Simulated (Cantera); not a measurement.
An isothermal, constant-pressure homogeneous reactor starts with C2H4 : H2 = 1 : 7.2 (molar parts), at 1150 K and 0.0132 atm. Integrator tolerance rtol = 1e-08.

Model: GRI-Mech 3.0 (53 species, 325 reactions), integrated in Cantera. GRI-Mech 3.0 was tuned for natural gas; its chemistry of ethylene as a main component is partial and can be far from experiment. GRI-Mech 3.0 stops at C3 and has no aromatics, soot or wall deposition, so with more carbon than oxygen in the feed, carbon stays in small species such as C2H2 where larger ones or solid carbon would form. Radical loss at walls, strong at low pressure, is not modelled.

Question: What does this change do: C2H4 1 to 0.26 parts?

Answer: 
```json
[
 {"quantity": "x(C2H4) at 70.0 s", "before": "0.0391 (gas-phase equilibrium 0.00827)", "after": "0.0118 (gas-phase equilibrium 0.000742)"},
 {"quantity": "x(H2) at 70.0 s", "before": "0.884 (gas-phase equilibrium 0.778)", "after": "0.965 (gas-phase equilibrium 0.931)"},
 {"quantity": "x(CH3) at 70.0 s", "before": "4.21e-7 (gas-phase equilibrium 2.54e-6)", "after": "1.47e-7 (gas-phase equilibrium 8.32e-7)"},
 {"quantity": "x(C2H2) at 70.0 s", "before": "0.0715 (gas-phase equilibrium 0.0293)", "after": "0.0213 (gas-phase equilibrium 0.00220)"},
 {"quantity": "x(H) at 70.0 s", "before": "3.44e-6 (gas-phase equilibrium 5.74e-7)", "after": "3.78e-6 (gas-phase equilibrium 6.28e-7)"},
 {"quantity": "x(CH2) at 70.0 s", "before": "<1e-12 (gas-phase equilibrium <1e-12)", "after": "<1e-12 (gas-phase equilibrium <1e-12)"},
 {"quantity": "x(C2H6) at 70.0 s", "before": "0.000121 (gas-phase equilibrium 2.43e-5)", "after": "3.98e-5 (gas-phase equilibrium 2.61e-6)"}
]
```

Question: What does this change do: temperature 1150 to 1700 K?

Answer: 
```csv
quantity,before,after
x(C2H4) at 70.0 s,0.0391 (gas-phase equilibrium 0.00827),6.22e-5 (gas-phase equilibrium 6.21e-5)
x(H2) at 70.0 s,0.884 (gas-phase equilibrium 0.778),0.890 (gas-phase equilibrium 0.890)
x(CH3) at 70.0 s,4.21e-7 (gas-phase equilibrium 2.54e-6),1.26e-5 (gas-phase equilibrium 1.29e-5)
x(C2H2) at 70.0 s,0.0715 (gas-phase equilibrium 0.0293),0.108 (gas-phase equilibrium 0.108)
x(H) at 70.0 s,3.44e-6 (gas-phase equilibrium 5.74e-7),0.00121 (gas-phase equilibrium 0.00121)
x(CH2) at 70.0 s,<1e-12 (gas-phase equilibrium <1e-12),1.78e-8 (gas-phase equilibrium 1.81e-8)
x(C2H6) at 70.0 s,0.000121 (gas-phase equilibrium 2.43e-5),1.62e-9 (gas-phase equilibrium 1.66e-9)
```
